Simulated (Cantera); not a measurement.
An adiabatic, constant-volume homogeneous reactor starts with 2.18 % C3H8, 20.5 % O2, 77.3 % N2, at 1425 K and 7.60 bar.

Cantera simulation using GRI-Mech 3.0 (53 species, 325 reactions); the numbers are that mechanism's predictions, not measurements. GRI-Mech 3.0 was tuned for natural gas; its chemistry of propane as a main component is partial and can be far from experiment.

x: mole fraction; the columns are a selection and need not sum to one.

```
t (s)     T (K)  P (bar)  x C3H8    x O2  x C2H2    x CO2     x CO
--------  -----  -------  ------  ------  ------  -------  -------
2.00e-6    1424     7.60  0.0217   0.205       ?  2.05e-8  1.11e-7
9.28e-6    1424     7.60  0.0208   0.205       ?  2.29e-6  2.13e-5
4.31e-5    1470     7.94  0.0111   0.195       ?  9.74e-5  0.00290
0.000200   2711     14.9  <1e-12  0.0908  <1e-12   0.0582  0.00521
0.000928   2690     14.8  <1e-12  0.0856  <1e-12   0.0586  0.00491
0.00431    2682     14.7  <1e-12  0.0837  <1e-12   0.0587  0.00480
0.0200     2682     14.7  <1e-12  0.0837  <1e-12   0.0587  0.00480
0.0928     2682     14.7  <1e-12  0.0837  <1e-12   0.0587  0.00480
0.431      2682     14.7  <1e-12  0.0837  <1e-12   0.0587  0.00480
2.00       2682     14.7  <1e-12  0.0837  <1e-12   0.0587  0.00480
```

Q: Some entries are withheld; supply them.

A: 
- 2.00e-6, x C2H2: 1.49e-9
- 9.28e-6, x C2H2: 2.72e-7
- 4.31e-5, x C2H2: 5.28e-5
